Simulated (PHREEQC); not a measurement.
Polishing slurry liquid: an equilibrium model

Make-up at 25 °C: 0.0016 mol/kgw H2SO4, 3.1e-05 mol/kgw Al(NO3)3 and 0.0078 mol/kgw H3BO3. Closed to the air; pH follows from the charge balance.

All values are PHREEQC results (ion-association model, phreeqc.dat), not measurements.

This is a speciation only: nothing precipitates in the calculation.

What pH does the model give?

pH 2.56.

In which forms is Al present?

AlSO4+ 64 %, Al+3 34 %, Al(SO4)2- 2.0 % of the Al.
